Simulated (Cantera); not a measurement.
A perfectly stirred reactor is fed with 4.74 % CH₄, 0.227 % C₂H₆, 2.65 % C₃H₈, 14.7 % O₂, 55.4 % N₂, 15.2 % H₂O, 7.11 % H₂, equivalence ratio 1.8, at 4.93 atm; it is adiabatic with a 798 K inlet, and is followed from long to short residence time, starting on the burning branch (τ in s: 0.19, 0.1, 0.054, 0.028, 0.015, 0.008, 0.0043, 0.0023, 0.0012, 0.00064, 0.00034, 0.00018, 9.6e-05).

Computed with Cantera and GRI-Mech 3.0 (53 species, 325 reactions). GRI-Mech 3.0 was tuned for natural gas; its chemistry of propane as a main component is partial and can be far from experiment.

Predict: blow-out, bracketed by the residence times tried; x(CH₄) at τ = 0.190 s; x(C₂H₆) at τ = 0.190 s; x(C₃H₈) at τ = 0.190 s; x(HCO) at τ = 0.190 s; x(NO) at τ = 0.190 s; x(CH₄) at τ = 4.30 ms; x(C₂H₆) at τ = 4.30 ms; x(C₃H₈) at τ = 4.30 ms; x(HCO) at τ = 4.30 ms; x(NO) at τ = 4.30 ms.


```
Property                                                                        Value
------------------------------------------------  -----------------------------------
blow-out, bracketed by the residence times tried  burning at 0.180 ms, out at 96.0 µs
x(CH₄) at τ = 0.190 s                                                         0.00131
x(C₂H₆) at τ = 0.190 s                                                        1.65e-7
x(C₃H₈) at τ = 0.190 s                                                        1.04e-7
x(HCO) at τ = 0.190 s                                                         3.87e-8
x(NO) at τ = 0.190 s                                                          7.24e-6
x(CH₄) at τ = 4.30 ms                                                         0.00687
x(C₂H₆) at τ = 4.30 ms                                                        9.68e-6
x(C₃H₈) at τ = 4.30 ms                                                        3.65e-6
x(HCO) at τ = 4.30 ms                                                         1.25e-7
x(NO) at τ = 4.30 ms                                                          4.38e-6
```
